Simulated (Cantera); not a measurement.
**Thermodynamics of fluorocarbon and chlorocarbon gases, feed C₂F₆ + H₂**

Charge: 1 mol C₂F₆, 1 mol H₂, held at 3100 K.

Method: chemical equilibrium by Gibbs-energy minimisation in Cantera with the NASA 1993 tables (ideal gas, pure condensed phases). Candidate condensed phases: C, C₆H₆, C₇H₈, C₈H₁₈; 95 gas species. The feed counts by its element totals alone. The tables' values for C₂F₄ are old estimates; treat these amounts as uncertain. Gases not in the tables: C₂F₆ and larger saturated fluorocarbons. Kinetics and transport are ignored.

From 1.00e-5 bar to 0.00600 bar nothing is condensed. From 0.0220 bar to 1.00 bar the condensed part is C(graphite). The main C-bearing gas is C at 1.00e-5 bar and CF₂ at 1.00 bar.

```tsv
P (Pa)	log p F	log p HF	log p CF₂	log p H	log p C	log p CF	log p C₃	log p C₂	n C(graphite)
1	-5.22	-7.45	-11.68	-5.70	-5.71	-7.89	-8.50	-7.67	0
3.60	-4.66	-6.35	-10.05	-5.16	-5.19	-6.81	-6.94	-6.63	0
13	-4.10	-5.26	-8.50	-4.64	-4.76	-5.82	-5.66	-5.78	0
46	-3.56	-4.29	-7.10	-4.21	-4.46	-4.97	-4.75	-5.17	0
170	-3.01	-3.46	-5.76	-3.93	-4.21	-4.17	-4.01	-4.68	0
600	-2.48	-2.79	-4.51	-3.79	-4.01	-3.45	-3.42	-4.28	0
2200	-1.93	-2.16	-3.29	-3.71	-3.90	-2.78	-3.06	-4.04	0.522
7700	-1.42	-1.57	-2.27	-3.63	-3.90	-2.27	-3.06	-4.04	0.972
28000	-0.96	-0.97	-1.35	-3.48	-3.90	-1.81	-3.06	-4.04	0.814
100000	-0.58	-0.37	-0.59	-3.27	-3.90	-1.43	-3.06	-4.04	0.548
```
log p: log10 of the partial pressure in bar; n: condensed amount in mol.
